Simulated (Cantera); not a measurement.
A closed system holds: 1 mol SiCl₄, 4.2 mol HCl, 320 mol H₂, held at 180000 Pa.

Method: chemical equilibrium by Gibbs-energy minimisation in Cantera with the NASA 1993 tables (ideal gas, pure condensed phases). Candidate condensed phases: Si; 19 gas species. Rates play no part.

At 850 K, list the 4 most abundant gas species with their mole fractions, and the condensed phases.

H₂ 0.984, HCl 0.0133, SiCl₄ 0.00273, SiHCl₃ 0.000337. Condensed: gas only.
